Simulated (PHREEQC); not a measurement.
Dissolve 31 mmol/kgw (NH4)2SO4 at 68 °C. Closed to the air; pH follows from the charge balance.

The numbers come from PHREEQC with the ion-association model, phreeqc.dat.

No solid was allowed to form.

Q: What pH, density, ionic strength does the model give?

A: pH 5.07; density 0.981 g/cm³; ionic strength 0.0803 mol/kgw.

Q: In which forms is S present?

A: SO4-2 80 %, NH4SO4- 20 % of the S.

Away from 25 °C the constants follow the database's enthalpies or fits; those with neither stay at their 25 °C values.
